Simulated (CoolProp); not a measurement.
A simple Rankine cycle with ammonia: condensing at 329.15 K, boiler at 6.83 MPa, turbine inlet 379.7 K, turbine efficiency 0.9, pump efficiency 0.8, no recuperator. Each further row changes one setting.

Computed with CoolProp (reference Helmholtz-energy equation of state, Gao 2020).

| case | thermal efficiency (%) | net work (kJ/kg) | heat in (kJ/kg) | turbine exit temperature (K) | volume ratio over the turbine |
|---|---|---|---|---|---|
| as stated | 9.9 | ? | 959 | 329.1 | 2.82 |
| turbine inlet 399.7 K | 10.3 | 111 | 1080 | 329.1 | 2.53 |
| condensing temperature 321.15 K | ? | 114 | 999 | 321.2 | 3.43 |
| boiler pressure 4.78 MPa | ? | 78.2 | 1090 | 329.1 | 1.81 |
| turbine efficiency 0.8 | 8.7 | 83.1 | 959 | 329.1 | 2.86 |

Problem. Some entries are withheld; supply them.

Solution. 
- as stated, net work (kJ/kg): 94.8
- condensing temperature 321.15 K, thermal efficiency (%): 11.4
- boiler pressure 4.78 MPa, thermal efficiency (%): 7.2

The expansion ends wet for: as stated; turbine inlet 399.7 K; condensing temperature 321.15 K; boiler pressure 4.78 MPa; turbine efficiency 0.8.
